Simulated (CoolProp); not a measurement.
Vapour-liquid equilibrium of R245fa (1) + isopentane (2) at 2.06 bar; x and y are mole fractions of (1).

Computed with CoolProp (multi-fluid Helmholtz-energy mixture model, Akasaka 2015 and Lemmon 2006; pair parameters Bell 2016).

```
x     bubble temperature (°C)  y at the bubble point  dew temperature at overall composition x (°C)  liquid density (mol/L)
----  -----------------------  ---------------------  ---------------------------------------------  ----------------------
0.05                     43.2                  0.214                                           48.6                   8.284
0.15                     34.9                  0.442                                           45.4                   8.470
0.25                     30.6                  0.549                                           42.0                   8.610
0.35                     28.5                  0.605                                           38.4                   8.731
0.45                     27.6                  0.636                                           34.5                   8.851
0.55                     27.2                  0.654                                           30.6                   8.985
0.65                     27.1                  0.667                                           27.3                   9.140
0.75                     27.2                  0.686                                           28.3                   9.323
0.85                     27.8                  0.727                                           30.6                   9.529
0.95                     30.6                  0.851                                           33.0                   9.729
```

y crosses x between x = 0.65 and 0.75: the model has an azeotrope there.

The pair parameters rest on a limited set of measurements; away from them the model extrapolates. With so large a gap from Raoult's law the liquid may split in two, which this calculation doesn't test in full.
